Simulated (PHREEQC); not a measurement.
2.4 g of hydrous ferric oxide (600 m²/g; 0.2 weak and 0.005 strong sites per Fe, Dzombak-Morel constants, diffuse double layer) in 1 kg of water with 0.01 mol/kgw of an inert sodium salt and 1.7e-05 mol NaH2PO4, at 25 °C; the pH is set by adding NaOH or the inert anion's acid. Oxygen alone is held at its pressure in air (log pO2 = -0.68). CO2 from the air is kept out. Nothing may precipitate in this run.

Model: ion-association model, wateq4f.dat, run in PHREEQC.

Task: Predict surface charge σ (C/m²) at pH = 5.33, 6, 7.33, 8.67, 10.67.

Result: 
```csv
pH,surface charge σ (C/m²)
5.33,0.089
6,0.050
7.33,0.011
8.67,-0.008
10.67,-0.076
```

H3PO4, which wateq4f.dat lacks, is added to it with the constant of phreeqc.dat.
